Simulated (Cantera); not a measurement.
# Ammonia decomposition in nitride growth gas

An isothermal, constant-pressure homogeneous reactor starts with 5.26 % NH₃, 94.7 % H₂, at 1925 K and 760 Torr.

Detailed kinetics in Cantera: the gas-phase N/H chemistry of the illustrative SiF4/NH3 mechanism in the Surface Chemkin manual (1991). Walls and surfaces, which speed up NH3 decomposition in real reactors, are not modelled.

```
t (s)        x NH₃   x H₂    x N₂H₂       x H    x N₂H₄     x NH₂      x N₂
--------  --------  -----  --------  --------  --------  --------  --------
2.00e-6     0.0526  0.947    <1e-12   9.29e-7    <1e-12   1.71e-7    <1e-12
1.35e-5     0.0526  0.947  2.50e-12   6.41e-6    <1e-12   1.03e-6    <1e-12
9.18e-5     0.0526  0.947  1.38e-10   4.35e-5  4.15e-11   6.86e-6   2.48e-9
0.000621    0.0526  0.947   9.73e-9  0.000281   1.72e-9   4.41e-5   2.51e-6
0.00421     0.0518  0.947   7.93e-8  0.000652   8.94e-9  0.000101  0.000357
0.0285      0.0457  0.950   6.67e-8  0.000673   7.40e-9   9.16e-5   0.00322
0.193       0.0229  0.962   2.34e-8  0.000778   2.41e-9   5.24e-5    0.0141
1.31       0.00345  0.972  8.14e-10  0.000927  7.64e-11   9.31e-6    0.0233
8.86      0.000450  0.974  1.44e-11  0.000943  1.34e-12   1.23e-6    0.0248
60.0       6.51e-5  0.974    <1e-12  0.000944    <1e-12   1.78e-7    0.0250
```
x: mole fraction; the columns are a selection and need not sum to one.

Equilibrium at this temperature and pressure: NH₃ 3.51e-6, H₂ 0.974, N₂H₂ <1e-12, H 0.000944, N₂H₄ <1e-12, NH₂ 9.61e-9, N₂ 0.0250 (gas phase only).
